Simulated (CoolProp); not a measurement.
A single-stage vapour-compression cycle with isohexane: evaporating at 282.15 K (dew point), condensing at 328.15 K (bubble point), superheat 0 K, subcooling 0 K, compressor efficiency 0.8, no pressure losses. Each further row changes one setting.

The numbers come from the reference Helmholtz-energy equation of state, Lemmon 2006 in CoolProp. It is a short technical equation, of lower accuracy than the large ones.

| case | cooling COP | pressure ratio | discharge temperature (K) | refrigerating effect (kJ/kg) | volumetric capacity (kJ/m³) |
|---|---|---|---|---|---|
| as stated | 4.01 | 6.14 | 328.1 | 253 | 131 |
| evaporating temperature 287.15 K | 4.70 | 4.88 | 328.1 | 261 | 167 |
| condensing temperature 323.15 K | 4.63 | 5.19 | 323.2 | 265 | 137 |
| subcooling 5 K | 4.20 | 6.14 | 328.1 | 265 | 137 |
| superheat 10 K | 4.08 | 6.14 | 332.6 | 269 | 134 |
| compressor efficiency 0.7 | 3.51 | 6.14 | 328.1 | 253 | 131 |

The compression ends wet for: as stated; evaporating temperature 287.15 K; condensing temperature 323.15 K; subcooling 5 K; compressor efficiency 0.7.
